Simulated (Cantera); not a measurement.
An isothermal, constant-pressure homogeneous reactor starts with CH4 : N2 = 1 : 17 (molar parts), at 1675 K and 1.01 bar.

Detailed kinetics in Cantera: GRI-Mech 3.0 (53 species, 325 reactions). GRI-Mech 3.0 stops at C3 and has no aromatics, soot or wall deposition, so with more carbon than oxygen in the feed, carbon stays in small species such as C2H2 where larger ones or solid carbon would form.

Task: Predict: x(CH4) at 4.00 s; x(CH3) at 4.00 s; x(C2H4) at 4.00 s; x(CH2) at 4.00 s; x(H) at 4.00 s.

Result: 
| Property | Value |
|---|---|
| x(CH4) at 4.00 s | 0.000572 (gas-phase equilibrium 0.000267) |
| x(CH3) at 4.00 s | 4.82e-6 (gas-phase equilibrium 2.25e-6) |
| x(C2H4) at 4.00 s | 0.000121 (gas-phase equilibrium 2.74e-5) |
| x(CH2) at 4.00 s | 2.02e-9 (gas-phase equilibrium 9.39e-10) |
| x(H) at 4.00 s | 3.24e-5 (gas-phase equilibrium 3.26e-5) |
